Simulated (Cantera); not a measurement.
## Transport properties of process gases

Gas mixture: C₂H₆ = 0.23 (molar parts), at 0.578 Torr, frozen composition.

Cantera's kinetic-theory transport with the Lennard-Jones parameters of GRI-Mech 3.0, ideal gas; thermal conductivity in the mixture-averaged form. The composition is frozen, though it would react at the higher temperatures.

```csv
T (K),ρ (kg/m³),cp (J/kg/K),μ (µPa s),λ (mW/m/K),Pr,D (cm²/s) H₂,D (cm²/s) OH,D (cm²/s) CH₄
400,0.000696,2167,12.3,35.6,0.750,1240,494,354
650,0.000428,3147,18.6,77.9,0.752,2840,1150,844
900,0.000309,3837,23.8,122,0.748,4890,2000,1480
1150,0.000242,4365,28.4,165,0.751,7360,3030,2250
1400,0.000199,4736,32.6,206,0.749,10200,4200,3130
1650,0.000169,5004,36.4,244,0.747,13400,5530,4120
1900,0.000147,5196,40.0,279,0.745,16900,6990,5220
```
D: mixture-averaged diffusion coefficient of that species in the mixture.
